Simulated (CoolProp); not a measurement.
R1234yf along the isobar 4.62 MPa: Z from the reference equation and from simpler models built on Tc = 367.8 K, pc = 3.384 MPa, ω = 0.276; each cubic takes its own stable root.

The numbers come from the reference Helmholtz-energy equation of state, Lemmon 2022 in CoolProp.

```tsv
T (K)	phase	reference	van der Waals	Redlich-Kwong	Soave-Redlich-Kwong	Peng-Robinson
265.3	liquid	0.1962	0.3224	0.2269	0.2186	0.1936
278.5	liquid	0.1929	0.3156	0.2241	0.2156	0.1908
291.6	liquid	0.1908	0.3104	0.2228	0.2140	0.1894
304.8	liquid	0.1897	0.3069	0.2231	0.2143	0.1896
317.9	liquid	0.1900	0.3053	0.2254	0.2166	0.1918
331.1	liquid	0.1921	0.3059	0.2302	0.2218	0.1967
344.2	liquid	0.1969	0.3094	0.2386	0.2312	0.2056
357.4	liquid	0.2064	0.3172	0.2532	0.2482	0.2220
370.5	supercritical	0.2275	0.3321	0.2800	0.2824	0.2557
383.7	supercritical	0.3153	0.3623	0.3433	0.3791	0.3535
396.8	supercritical	0.4966	0.4321	0.4730	0.5308	0.5009
410	supercritical	0.5987	0.5335	0.5713	0.6249	0.5931
```
